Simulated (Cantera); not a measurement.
A closed system holds: 1 mol Si₃N₄, 0.17 mol H₂O, 41 mol H₂, 0.022 mol N₂O, equilibrated at 1775 °C and 133 Pa.

Cantera equilibrium calculation (NASA polynomials, part measured and part estimated; ideal gas, pure solids and liquids). Candidate condensed phases: H₂O, Si, SiO₂, Si₂N₂O, Si₃N₄; 35 gas species. The tables' values for SiN are old estimates; treat these amounts as uncertain. Gases not in the tables: Si₂H₆ and higher silanes. Equilibrium is a limit: real reactors are often held back by kinetics, nucleation or transport.

Base state: H₂ 0.839, H 0.0562, Si 0.0559, N₂ 0.0425, SiO 0.00405, SiH 0.00114, Si₂ 0.000639, Si₃ 0.000132 (mole fractions); condensed: gas only.

Q: What changes in the equilibrium state with this change: pressure from 133 Pa to 63000 Pa?

A: 
```csv
species,before,after
H₂,0.839,0.946
N₂,0.0425,0.0465
SiO,0.00405,0.00442
Si,0.0559,0.000120
H,0.0562,0.00275
Si₂,0.000639,1.39e-6
Si₃,0.000132,2.92e-7
SiN,9.80e-5,4.79e-6
SiH,0.00114,5.64e-5
"Si(l), mol",0,2.79
```
